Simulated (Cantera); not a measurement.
A Cantera script and what it prints.

```python
import numpy as np
import cantera as ct

gas_names = [...]  # 123 gases of nasa_gas.yaml made of C, H, O, Si
cond_names = """
    C(gr) C6H6(L) C7H8(L) C8H18(L),n-octa H2O(s) H2O(L) Si(cr) Si(L) SiC(b) SiO2(Lqz) SiO2(hqz) SiO2(L)
""".split()


# ... load() reads the species with a 1 bar reference pressure and builds the phases ...
atoms = {
    'SiC': {'Si': 1, 'C': 1},
    'H2O': {'H': 2, 'O': 1},
    'H2': {'H': 2},
}
top_T = {'C(gr)': 4500, 'SiC(b)': 3050}  # K; cautious upper limits of use, not melting points


# ... equilibrate(T, P, feed) seeds the gas with the atoms and calls Mixture.equilibrate('TP', solver="vcs", rtol=1e-11, max_steps=5000) ...
results = []
T = 1600  # K
P = 41000  # Pa
for m in [0.1, 0.28, 0.46, 0.64, 0.82, 1, 1.2, 1.4]:
    feed = {'SiC': 1, 'H2O': m, 'H2': 23}  # mol
    mix = equilibrate(T, P, feed)
    results.append((T, P, feed, dict(zip(mix.species_names, mix.species_moles))))

top = {s: max(r[3][s] / sum(r[3][g] for g in gas_names) for r in results) for s in gas_names}
cols = sorted((s for s in top if top[s] > 1e-06), key=lambda s: -top[s])[:7]
seen = [c for c in cond_names if any(r[3].get(c, 0) > 1e-12 for r in results)]
print("log10 of partial pressures in bar; condensed amounts in mol")
print(f"{'n(H2O)':>10s}" + "".join(f"{s[:9]:>10s}" for s in cols + seen))
for T, P, feed, n in results:
    ng = sum(n[g] for g in gas_names)
    print(f"{feed['H2O']:10.4g}" + "".join(f"{np.log10(max(n[s] / ng * P / 1e5, 1e-99)):10.3f}" for s in cols)
          + "".join(f"{n.get(c, 0):10.4g}" for c in seen))
```

Result:

```
log10 of partial pressures in bar; condensed amounts in mol
    n(H2O)        H2        CO       SiO       CH4         H       H2O    SiC(b) SiO2(hqz)
       0.1    -0.389    -3.059    -3.052    -4.838    -4.459    -5.234    0.9497         0
      0.28    -0.391    -2.704    -2.966    -4.706    -4.460    -5.015    0.8858   0.05228
      0.46    -0.391    -2.530    -3.024    -4.592    -4.460    -4.958    0.8281    0.1172
      0.64    -0.392    -2.407    -3.065    -4.512    -4.461    -4.918    0.7696    0.1802
      0.82    -0.393    -2.312    -3.097    -4.450    -4.461    -4.887    0.7105    0.2424
         1    -0.394    -2.235    -3.122    -4.401    -4.462    -4.863    0.6512    0.3039
       1.2    -0.395    -2.164    -3.146    -4.356    -4.462    -4.840    0.5851     0.372
       1.4    -0.396    -2.104    -3.166    -4.318    -4.463    -4.821    0.5188    0.4397
```

These are equilibrium values from Cantera (NASA tables, ideal gas, pure condensed phases), not measurements of a reactor. Mutual solubility and eutectic melting of coexisting phases are not modelled. The tables hold silica as quartz up to 1696 K and as liquid above; real silica turns to tridymite and cristobalite and melts near 1996 K.
